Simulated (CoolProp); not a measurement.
Vapour-liquid equilibrium of propane (1) + isopentane (2) at 1.18 bar; x and y are mole fractions of (1).

The numbers come from the multi-fluid Helmholtz-energy mixture model, Lemmon 2009 and Lemmon 2006; pair parameters Kunz 2012 in CoolProp.

```
x      bubble temperature, mixture model (°C)  bubble temperature, Raoult's law (°C)  y, mixture model  y, Raoult's law
-----  --------------------------------------  -------------------------------------  ----------------  ---------------
0.05                                     19.1                                   20.9             0.390            0.363
0.125                                     5.0                                    8.2             0.669            0.640
0.2                                      -4.4                                   -1.1             0.794            0.777
0.275                                   -11.1                                   -8.2             0.860            0.853
0.35                                    -16.2                                  -13.9             0.900            0.899
0.425                                   -20.3                                  -18.5             0.926            0.929
0.5                                     -23.7                                  -22.4             0.945            0.950
0.575                                   -26.7                                  -25.7             0.959            0.964
0.65                                    -29.2                                  -28.6             0.970            0.975
0.725                                   -31.6                                  -31.2             0.978            0.983
0.8                                     -33.7                                  -33.5             0.985            0.989
0.875                                   -35.6                                  -35.6             0.992            0.994
0.95                                    -37.4                                  -37.4             0.997            0.998
```

The largest gap from Raoult's law is -3.3 K in bubble temperature, at x = 0.2. No azeotrope shows between x = 0.05 and 0.95.

Pair parameters are fitted to limited data, so mixtures are less certain than the pure fluids.
